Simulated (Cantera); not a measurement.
A closed system holds: 1 mol HMDSO, 0.25 mol O₂, 0.16 mol H₂, 0.42 mol NO, held at 0.00250 bar.

These are equilibrium values from Cantera (NASA tables, ideal gas, pure condensed phases), not measurements of a reactor. Candidate condensed phases: C, C₆H₆, C₇H₈, C₈H₁₈, H₂O, Si, SiC, SiO₂, Si₂N₂O, Si₃N₄; 151 gas species. The feed counts by its element totals alone. The numbers say what is thermodynamically allowed, not how fast it happens. All values below are at 1575 °C.

Base state: H₂ 0.802, CO 0.168, N₂ 0.0180, H 0.00950, SiO 0.00107, HCN 0.000927, C₂H₂ (acetylene) 0.000207, Si 7.48e-5 (mole fractions); condensed: C(graphite) + SiC(s).

What changes in the equilibrium state with this change: NO from 0.42 to 2.7 mol?


| species | before | after |
|---|---|---|
| H₂ | 0.802 | 0.615 |
| CO | 0.168 | 0.277 |
| N₂ | 0.0180 | 0.0909 |
| SiO | 0.00107 | 0.00720 |
| C₂H₂ (acetylene) | 0.000207 | 3.88e-5 |
| Si | 7.48e-5 | 0.000151 |
| H | 0.00950 | 0.00832 |
| C(graphite), mol | 2.09 | 0 |
| SiC(s), mol | 1.99 | 1.89 |
